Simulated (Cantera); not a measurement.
Feed: 1 mol SiH₂Cl₂, a varied amount of C₃H₈, 59 mol H₂, 0.042 mol C₂H₄, at 2050 K and 0.133 bar.

Cantera equilibrium calculation (NASA polynomials, part measured and part estimated; ideal gas, pure solids and liquids). Candidate condensed phases: C, C₆H₆, C₇H₈, C₈H₁₈, Si, SiC; 109 gas species. The tables' values for SiCl are old estimates; treat these amounts as uncertain. Equilibrium is a limit: real reactors are often held back by kinetics, nucleation or transport.

### Question
At 0.48 mol C₃H₈, list the 5 most abundant gas species with their mole fractions, and the condensed phases.

### Answer
H₂ 0.961, HCl 0.0312, H 0.00609, C₂H₂ (acetylene) 0.00102, SiCl₂ 0.000150. Condensed: C(graphite) + SiC(s).
